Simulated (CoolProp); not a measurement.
Vapour pressure (bar) of R142b: the reference equation beside estimates from Tc = 137.1 °C, pc = 40.55 bar, ω = 0.232.

Computed with CoolProp (reference Helmholtz-energy equation of state, Lemmon 2006). It is a short technical equation, of lower accuracy than the large ones.

| T (°C) | reference | Lee-Kesler | Redlich-Kwong | Peng-Robinson |
|---|---|---|---|---|
| 9.25 | [?] | 2.016 | 3.072 | 2.012 |
| 17.15 | 2.634 | 2.636 | 3.881 | 2.623 |
| 25.15 | 3.393 | 3.402 | 4.846 | 3.377 |
| 33.05 | 4.295 | 4.312 | 5.956 | 4.275 |
| 40.95 | 5.366 | [?] | 7.234 | 5.344 |
| 48.85 | 6.625 | 6.658 | [?] | 6.603 |
| 56.85 | 8.111 | 8.152 | 10.36 | 8.093 |
| 64.75 | [?] | 9.855 | 12.22 | 9.800 |
| 72.65 | [?] | 11.81 | 14.29 | 11.76 |
| 80.65 | 14.00 | 14.06 | 16.62 | [?] |
| 88.55 | 16.52 | 16.58 | 19.16 | 16.58 |
| 96.45 | 19.36 | 19.42 | 21.94 | 19.46 |
| 104.45 | 22.59 | [?] | 25.03 | 22.74 |

Fill in the missing entries.


- 9.25, reference: 2.019
- 40.95, Lee-Kesler: 5.391
- 48.85, Redlich-Kwong: 8.692
- 64.75, reference: 9.808
- 72.65, reference: 11.75
- 80.65, Peng-Robinson: 14.03
- 104.45, Lee-Kesler: 22.66

Absolute difference from the reference over all 13 rows, mean and median: Lee-Kesler 0.4 and 0.4 %, Redlich-Kwong 29.2 and 27.7 %, Peng-Robinson 0.4 and 0.4 %.
